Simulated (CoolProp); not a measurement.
The fluid at 414.48 K and 0.106 MPa is throttled through a valve to 0.0402 MPa with no heat exchange. The same conditions are run with several fluids, on thermodynamics alone (safety and materials aside).

The numbers come from the reference Helmholtz-energy equation of state of each fluid (carbon monoxide: Lemmon 2006; n-perfluoropentane: Gao 2022; R227EA: Lemmon 2016; cyclopropane: Polt 1992; dimethyl ether: Wu 2011) in CoolProp. The equations of Platzer and Polt are older, rougher fits.

```csv
fluid,temperature change (K),final density (kg/m³)
carbon monoxide,-0.1,0.327
n-perfluoropentane,-0.5,3.39
R227EA,-0.4,1.99
cyclopropane,-0.5,0.493
dimethyl ether,-0.5,0.539
```
